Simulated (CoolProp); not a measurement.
Properties of nitrous oxide along the isobar 0.101 MPa (Tc = 36.4 °C, pc = 7.245 MPa, ω = 0.161).

The numbers come from the reference Helmholtz-energy equation of state, Lemmon 2006 in CoolProp. It is a short technical equation, of lower accuracy than the large ones.

```csv
T (°C),phase,Joule-Thomson coefficient (K/MPa),fugacity coefficient
-28.15,gas,17.49,0.9900
-6.85,gas,14.22,0.9923
14.55,gas,11.83,0.9939
35.85,gas,10.03,0.9952
57.25,gas,8.608,0.9961
78.55,gas,7.480,0.9968
99.95,gas,6.556,0.9974
121.25,gas,5.795,0.9978
142.65,gas,5.153,0.9982
163.95,gas,4.610,0.9985
```
